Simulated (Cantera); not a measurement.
**Thermodynamics of nitride etching, feed Si3N4 + HCl + N2**

Feed: 1 mol Si3N4, 60 mol HCl, 19 mol N2, at 13.3 mbar.

Method: chemical equilibrium by Gibbs-energy minimisation in Cantera with the NASA 1993 tables (ideal gas, pure condensed phases). Candidate condensed phases: NH4Cl, Si, Si3N4; 28 gas species. The tables' values for SiCl3, SiCl are old estimates; treat these amounts as uncertain. The numbers say what is thermodynamically allowed, not how fast it happens.

```json
[
 {"T (K)": "1775", "x HCl": "0.652", "x N2": "0.260", "x H2": "0.0447", "x Cl": "0.00594", "x SiCl2": "0.0292"},
 {"T (K)": "1825", "x HCl": "0.650", "x N2": "0.259", "x H2": "0.0448", "x Cl": "0.00893", "x SiCl2": "0.0308"},
 {"T (K)": "1875", "x HCl": "0.645", "x N2": "0.258", "x H2": "0.0456", "x Cl": "0.0130", "x SiCl2": "0.0320"},
 {"T (K)": "1925", "x HCl": "0.639", "x N2": "0.257", "x H2": "0.0471", "x Cl": "0.0183", "x SiCl2": "0.0329"},
 {"T (K)": "1975", "x HCl": "0.630", "x N2": "0.256", "x H2": "0.0495", "x Cl": "0.0251", "x SiCl2": "0.0335"},
 {"T (K)": "2025", "x HCl": "0.619", "x N2": "0.255", "x H2": "0.0525", "x Cl": "0.0335", "x SiCl2": "0.0339"},
 {"T (K)": "2075", "x HCl": "0.606", "x N2": "0.253", "x H2": "0.0561", "x Cl": "0.0435", "x SiCl2": "0.0341"}
]
```
x: gas mole fraction; nothing condenses.

From 1775 K to 2075 K nothing is condensed. The main Si-bearing gas is SiCl2 throughout.
